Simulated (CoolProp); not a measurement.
Aqueous propylene glycol as a coolant, 8 % by mass, freezing at -2.2 °C, 1 atm.

Computed with CoolProp (Melinder's fits for secondary coolants).

```
T (°C)  viscosity (mPa s)  cp (kJ/(kg K))  Prandtl number  conductivity (W/(m K))
------  -----------------  --------------  --------------  ----------------------
0                    2.52               …            19.6                   0.525
6.1                  2.04               …               …                   0.534
12.1                 1.68           4.091            12.7                       …
18.2                 1.41           4.095            10.4                   0.552
24.3                 1.19               …            8.74                   0.561
30.3                    …           4.105            7.45                   0.569
```

Q: Some entries are withheld; supply them.

A: 
- 0, cp (kJ/(kg K)): 4.086
- 6.1, cp (kJ/(kg K)): 4.088
- 6.1, Prandtl number: 15.6
- 12.1, conductivity (W/(m K)): 0.543
- 24.3, cp (kJ/(kg K)): 4.100
- 30.3, viscosity (mPa s): 1.03
